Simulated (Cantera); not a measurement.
An adiabatic, constant-volume homogeneous reactor starts with H2 : O2 : N2 = 1 : 0.694 : 4.72 (molar parts), equivalence ratio 0.72, at 1175 K and 101000 Pa. Integrator tolerance rtol = 1e-08.

Detailed kinetics in Cantera: the H2/O2 subset of GRI-Mech 3.0, which has no nitrogen chemistry.

What does this change do: H2 1 to 2 parts?


```csv
quantity,before,after
time of steepest temperature rise,78.2 µs,75.9 µs
temperature at 2.00 s,2469 K,2686 K
equilibrium temperature,2469 K,2686 K
x(H2) at 2.00 s,0.00330 (gas-phase equilibrium 0.00330),0.0891 (gas-phase equilibrium 0.0891)
x(O2) at 2.00 s,0.0315 (gas-phase equilibrium 0.0315),0.000443 (gas-phase equilibrium 0.000443)
x(O) at 2.00 s,0.00158 (gas-phase equilibrium 0.00158),0.000495 (gas-phase equilibrium 0.000495)
x(H) at 2.00 s,0.000902 (gas-phase equilibrium 0.000902),0.0111 (gas-phase equilibrium 0.0111)
x(H2O2) at 2.00 s,2.63e-7 (gas-phase equilibrium 2.63e-7),6.18e-8 (gas-phase equilibrium 6.18e-8)
x(HO2) at 2.00 s,4.76e-6 (gas-phase equilibrium 4.76e-6),3.74e-7 (gas-phase equilibrium 3.74e-7)
```

What does this change do: constant pressure in place of constant volume?


| quantity | before | after |
|---|---|---|
| time of steepest temperature rise | 78.2 µs | 79.8 µs |
| temperature at 2.00 s | 2469 K | 2254 K |
| equilibrium temperature | 2469 K | 2254 K |
| x(H2) at 2.00 s | 0.00330 (gas-phase equilibrium 0.00330) | 0.00146 (gas-phase equilibrium 0.00146) |
| x(O2) at 2.00 s | 0.0315 (gas-phase equilibrium 0.0315) | 0.0320 (gas-phase equilibrium 0.0320) |
| x(O) at 2.00 s | 0.00158 (gas-phase equilibrium 0.00158) | 0.000675 (gas-phase equilibrium 0.000675) |
| x(H) at 2.00 s | 0.000902 (gas-phase equilibrium 0.000902) | 0.000290 (gas-phase equilibrium 0.000290) |
| x(H2O2) at 2.00 s | 2.63e-7 (gas-phase equilibrium 2.63e-7) | 1.16e-7 (gas-phase equilibrium 1.16e-7) |
| x(HO2) at 2.00 s | 4.76e-6 (gas-phase equilibrium 4.76e-6) | 2.21e-6 (gas-phase equilibrium 2.21e-6) |
